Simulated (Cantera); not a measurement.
An isothermal, constant-pressure homogeneous reactor starts with NO : N₂ = 1 : 9.2 (molar parts), at 1650 K and 1.68 atm. Integrator tolerance rtol = 1e-08.

Model: GRI-Mech 3.0 (53 species, 325 reactions), integrated in Cantera.

Task: What does this change do: temperature 1650 to 1400 K?

Result: 
```csv
quantity,before,after
x(NO) at 4.00 s,0.0912 (gas-phase equilibrium 0.00126),0.0977 (gas-phase equilibrium 0.000386)
x(N₂O) at 4.00 s,3.31e-6 (gas-phase equilibrium 1.07e-7),3.06e-6 (gas-phase equilibrium 3.51e-8)
x(O₂) at 4.00 s,0.00334 (gas-phase equilibrium 0.0484),0.000126 (gas-phase equilibrium 0.0488)
x(NO₂) at 4.00 s,5.84e-5 (gas-phase equilibrium 2.79e-6),4.62e-5 (gas-phase equilibrium 1.80e-6)
x(O) at 4.00 s,1.29e-6 (gas-phase equilibrium 4.40e-6),1.69e-8 (gas-phase equilibrium 1.61e-7)
x(N₂) at 4.00 s,0.905 (gas-phase equilibrium 0.950),0.902 (gas-phase equilibrium 0.951)
```

Task: What does this change do: pressure from 1.68 atm to 0.237 atm?

Result: 
| quantity | before | after |
|---|---|---|
| x(NO) at 4.00 s | 0.0912 (gas-phase equilibrium 0.00126) | 0.0970 (gas-phase equilibrium 0.00126) |
| x(N₂O) at 4.00 s | 3.31e-6 (gas-phase equilibrium 1.07e-7) | 3.46e-6 (gas-phase equilibrium 4.01e-8) |
| x(O₂) at 4.00 s | 0.00334 (gas-phase equilibrium 0.0484) | 0.000510 (gas-phase equilibrium 0.0484) |
| x(NO₂) at 4.00 s | 5.84e-5 (gas-phase equilibrium 2.79e-6) | 1.30e-5 (gas-phase equilibrium 1.05e-6) |
| x(O) at 4.00 s | 1.29e-6 (gas-phase equilibrium 4.40e-6) | 2.02e-6 (gas-phase equilibrium 1.17e-5) |
| x(N₂) at 4.00 s | 0.905 (gas-phase equilibrium 0.950) | 0.902 (gas-phase equilibrium 0.950) |

Task: What does this change do: NO 1 to 0.67 parts?

Result: 
```csv
quantity,before,after
x(NO) at 4.00 s,0.0912 (gas-phase equilibrium 0.00126),0.0645 (gas-phase equilibrium 0.00106)
x(N₂O) at 4.00 s,3.31e-6 (gas-phase equilibrium 1.07e-7),1.66e-6 (gas-phase equilibrium 9.01e-8)
x(O₂) at 4.00 s,0.00334 (gas-phase equilibrium 0.0484),0.00164 (gas-phase equilibrium 0.0334)
x(NO₂) at 4.00 s,5.84e-5 (gas-phase equilibrium 2.79e-6),3.02e-5 (gas-phase equilibrium 1.94e-6)
x(O) at 4.00 s,1.29e-6 (gas-phase equilibrium 4.40e-6),9.43e-7 (gas-phase equilibrium 3.65e-6)
x(N₂) at 4.00 s,0.905 (gas-phase equilibrium 0.950),0.934 (gas-phase equilibrium 0.966)
```
